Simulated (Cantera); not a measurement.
Input (Python, Cantera) and output of one run.

```python
import numpy as np
import cantera as ct

gas_names = """
    B BCL BCL2 BCL3 BH BH2 BH3 BO BOCL BO2 B2 B2O B2O2 B2O3 B3O3CL3 B3O3H3 CL CLO CL2 H HBO HBO2 HCL
    HOCL HO2 H2 H2O H2O2 H3B3O6 O OH O2 O3
""".split()
cond_names = """
    B(b) B(L) B2O3(L) B3O3H3(cr) H2O(s) H2O(L)
""".split()


def load(file, names, dense=False):
    # The tables refer to 1 bar. Condensed volumes are neglected.
    table = {s.name: s for s in ct.Species.list_from_file(file)}
    out = []
    for n in names:
        d = dict(table[n].input_data)
        d["thermo"] = dict(d["thermo"], **{"reference-pressure": 1e5})
        if dense:
            d["equation-of-state"] = {"model": "constant-volume", "density": "1e6 g/cm^3"}
        out.append(ct.Species.from_dict(d))
    return out


gas = ct.Solution(thermo="ideal-gas", species=load("nasa_gas.yaml", gas_names))
cond = {s.name: ct.Solution(thermo="fixed-stoichiometry", species=[s], name=s.name)
        for s in load("nasa_condensed.yaml", cond_names, dense=True)}
atoms = {
    'BCl3': {'B': 1, 'CL': 3},
    'H2O': {'H': 2, 'O': 1},
    'H2': {'H': 2},
}
top_T = {}  # K; cautious upper limits of use, not melting points


def equilibrate(T, P, feed):
    n = {}
    for name, mol in feed.items():
        for a, k in atoms[name].items():
            n[a] = n.get(a, 0.0) + k * mol
    gas.TPX = T, P, n
    mass = sum(n.values()) * gas.mean_molecular_weight
    gas.equilibrate("TP")
    valid = [c for c in cond.values() if c.min_temp <= T <= top_T.get(c.name, c.max_temp)]
    mix = ct.Mixture([(gas, mass / gas.mean_molecular_weight)] + [(c, 0.0) for c in valid])
    mix.T, mix.P = T, P
    mix.equilibrate("TP", solver="vcs", rtol=1e-11, max_steps=5000)
    return mix


results = []
feed = {'BCl3': 1, 'H2O': 0.95, 'H2': 51}  # mol
P = 100000  # Pa
for T in [1500, 1600, 1700, 1800, 1900, 2000, 2100, 2200, 2300]:
    mix = equilibrate(T, P, feed)
    results.append((T, P, feed, dict(zip(mix.species_names, mix.species_moles))))
    x = sorted(zip(gas.X, gas.species_names), reverse=True)
    print(f"T = {T:g} K  P = {P:g} Pa  gas = {mix.phase_moles(0):.4g} mol")
    print("   x: " + "  ".join(f"{s} {v:.3e}" for v, s in x if v > 1e-05))
    print("   condensed (mol): " + ("  ".join(f"{mix.phase(i).name} {mix.phase_moles(i):.4g}"
          for i in range(1, mix.n_phases) if mix.phase_moles(i) > 1e-12) or "none"))
```

Output:

```
T = 1500 K  P = 100000 Pa  gas = 53.41 mol
   x: H2 9.375e-01  HCL 5.367e-02  B3O3H3 4.545e-03  HBO 3.113e-03  BCL3 5.897e-04  BOCL 2.386e-04  B3O3CL3 1.486e-04  B2O2 7.705e-05  HBO2 7.025e-05  H 1.704e-05  BCL2 1.687e-05  B2O3 1.577e-05  BCL 1.290e-05  H2O 1.155e-05
   condensed (mol): B(b) 0.02134
T = 1600 K  P = 100000 Pa  gas = 53.6 mol
   x: H2 9.340e-01  HCL 5.417e-02  HBO 7.348e-03  B3O3H3 2.811e-03  BOCL 5.201e-04  BCL3 3.359e-04  B2O2 3.344e-04  HBO2 1.757e-04  B2O3 6.758e-05  B3O3CL3 5.612e-05  H 5.254e-05  BCL 4.124e-05  BCL2 2.920e-05  BH2 2.433e-05  H2O 2.180e-05
   condensed (mol): B(b) 0.04065
T = 1700 K  P = 100000 Pa  gas = 53.83 mol
   x: H2 9.305e-01  HCL 5.411e-02  HBO 1.202e-02  B3O3H3 8.364e-04  BOCL 7.870e-04  B2O2 7.189e-04  HBO2 2.324e-04  BCL3 1.990e-04  H 1.421e-04  BCL 1.136e-04  B2O3 1.106e-04  BH2 5.686e-05  BCL2 4.642e-05  BO 3.673e-05  H2O 2.932e-05  BH3 1.275e-05  B3O3CL3 1.056e-05
   condensed (mol): B(b) 0.04696
T = 1800 K  P = 100000 Pa  gas = 53.92 mol
   x: H2 9.288e-01  HCL 5.397e-02  HBO 1.408e-02  BOCL 8.578e-04  B2O2 8.110e-04  H 3.451e-04  BCL 2.779e-04  HBO2 1.707e-04  B3O3H3 1.241e-04  BCL3 1.240e-04  BH2 1.209e-04  BO 9.319e-05  B2O3 7.417e-05  BCL2 6.958e-05  H2O 2.891e-05  BH3 1.796e-05  CL 1.535e-05
   condensed (mol): B(b) 0.03181
T = 1900 K  P = 100000 Pa  gas = 53.96 mol
   x: H2 9.278e-01  HCL 5.367e-02  HBO 1.469e-02  BOCL 8.363e-04  H 7.644e-04  B2O2 7.412e-04  BCL 6.145e-04  BH2 2.370e-04  BO 1.938e-04  HBO2 1.064e-04  BCL2 9.897e-05  BCL3 8.036e-05  B2O3 3.864e-05  CL 3.337e-05  H2O 2.591e-05  BH3 2.436e-05  B3O3H3 1.683e-05
   condensed (mol): B(b) 0.002161
T = 2000 K  P = 100000 Pa  gas = 53.99 mol
   x: H2 9.268e-01  HCL 5.372e-02  HBO 1.478e-02  H 1.566e-03  BOCL 7.968e-04  BCL 7.282e-04  B2O2 6.415e-04  BO 3.622e-04  BH2 2.509e-04  HBO2 1.129e-04  BCL2 7.934e-05  CL 6.758e-05  H2O 3.936e-05  B2O3 3.385e-05  BCL3 3.199e-05  BH3 1.850e-05
   condensed (mol): none
T = 2100 K  P = 100000 Pa  gas = 54.04 mol
   x: H2 9.252e-01  HCL 5.367e-02  HBO 1.469e-02  H 2.997e-03  BCL 7.988e-04  BOCL 7.534e-04  BO 6.298e-04  B2O2 5.508e-04  BH2 2.490e-04  CL 1.279e-04  HBO2 1.236e-04  BCL2 6.106e-05  H2O 6.020e-05  B2O3 3.084e-05  BH3 1.359e-05  BCL3 1.307e-05
   condensed (mol): none
T = 2200 K  P = 100000 Pa  gas = 54.12 mol
   x: H2 9.228e-01  HCL 5.352e-02  HBO 1.444e-02  H 5.410e-03  BO 1.029e-03  BCL 8.585e-04  BOCL 7.072e-04  B2O2 4.689e-04  BH2 2.446e-04  CL 2.283e-04  HBO2 1.324e-04  H2O 8.833e-05  BCL2 4.750e-05  B2O3 2.767e-05  BH3 1.014e-05
   condensed (mol): none
T = 2300 K  P = 100000 Pa  gas = 54.25 mol
   x: H2 9.189e-01  HCL 5.326e-02  HBO 1.400e-02  H 9.277e-03  BO 1.586e-03  BCL 9.120e-04  BOCL 6.574e-04  B2O2 3.939e-04  CL 3.872e-04  BH2 2.396e-04  HBO2 1.374e-04  H2O 1.238e-04  BCL2 3.752e-05  B2O3 2.413e-05
   condensed (mol): none
```

Cantera equilibrium calculation (NASA polynomials, part measured and part estimated; ideal gas, pure solids and liquids). The tables' values for BCl, BOCl, BH2, BCl2 are old estimates; treat these amounts as uncertain. Gases not in the tables: B2H6 and higher boranes, BHCl2.
